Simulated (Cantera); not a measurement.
What does this Cantera script print?

```python
import numpy as np
import cantera as ct

gas_names = """
    CL CL2 H HCL H2 N NH NH2 NH3 N2 N2H2 N2H4 Si SiCL SiCL2 SiCL3 SiCL4 SiH SiHCL3 SiH2 SiH2CL2 SiH3
    SiH3CL SiH4 SiN Si2 Si2N Si3
""".split()
cond_names = """
    NH4CL(a) NH4CL(b) Si(cr) Si(L) Si3N4(a)
""".split()


def load(file, names, dense=False):
    # The tables refer to 1 bar. Condensed volumes are neglected.
    table = {s.name: s for s in ct.Species.list_from_file(file)}
    out = []
    for n in names:
        d = dict(table[n].input_data)
        d["thermo"] = dict(d["thermo"], **{"reference-pressure": 1e5})
        if dense:
            d["equation-of-state"] = {"model": "constant-volume", "density": "1e6 g/cm^3"}
        out.append(ct.Species.from_dict(d))
    return out


gas = ct.Solution(thermo="ideal-gas", species=load("nasa_gas.yaml", gas_names))
cond = {s.name: ct.Solution(thermo="fixed-stoichiometry", species=[s], name=s.name)
        for s in load("nasa_condensed.yaml", cond_names, dense=True)}
atoms = {
    'SiH4': {'Si': 1, 'H': 4},
    'HCl': {'H': 1, 'CL': 1},
    'N2': {'N': 2},
}
top_T = {'Si3N4(a)': 2400}  # K; cautious upper limits of use, not melting points


def equilibrate(T, P, feed):
    n = {}
    for name, mol in feed.items():
        for a, k in atoms[name].items():
            n[a] = n.get(a, 0.0) + k * mol
    gas.TPX = T, P, n
    mass = sum(n.values()) * gas.mean_molecular_weight
    gas.equilibrate("TP")
    valid = [c for c in cond.values() if c.min_temp <= T <= top_T.get(c.name, c.max_temp)]
    mix = ct.Mixture([(gas, mass / gas.mean_molecular_weight)] + [(c, 0.0) for c in valid])
    mix.T, mix.P = T, P
    mix.equilibrate("TP", solver="vcs", rtol=1e-11, max_steps=5000)
    return mix


results = []
feed = {'SiH4': 1, 'HCl': 0.62, 'N2': 140}  # mol
T = 1448.15  # K
P = 16000  # Pa
mix = equilibrate(T, P, feed)
results.append((T, P, feed, dict(zip(mix.species_names, mix.species_moles))))
print(gas.report(threshold=0.0001))
for i in range(1, mix.n_phases):
    print(f"{mix.phase(i).name:16s} {mix.phase_moles(i):12.5e} mol")
```

Result:

```
       temperature   1448.2 K
          pressure   16000 Pa
           density   0.036789 kg/m^3
  mean mol. weight   27.685 kg/kmol
   phase of matter   gas

                          1 kg             1 kmol
                     ---------------   ---------------
          enthalpy        1.3053e+06        3.6138e+07  J
   internal energy        8.7042e+05        2.4097e+07  J
           entropy            9240.1        2.5581e+05  J/K
    Gibbs function       -1.2076e+07       -3.3432e+08  J
 heat capacity c_p            1248.2             34557  J/K
 heat capacity c_v            947.92             26243  J/K

                      mass frac. Y      mole frac. X     chem. pot. / RT
                     ---------------   ---------------   ---------------
               HCL         0.0057242         0.0043467           -40.235
                H2         0.0010266          0.014098           -24.595
                N2           0.99321           0.98154           -27.756
     [  +25 minor]        3.6765e-05        1.3212e-05

Si(cr)            0.00000e+00 mol
Si3N4(a)          3.32871e-01 mol
```

Method: chemical equilibrium by Gibbs-energy minimisation in Cantera with the NASA 1993 tables (ideal gas, pure condensed phases). N2 is the only nitrogen source here; it is nearly inert below about 1500 K, so the nitride shown seldom forms there in practice.
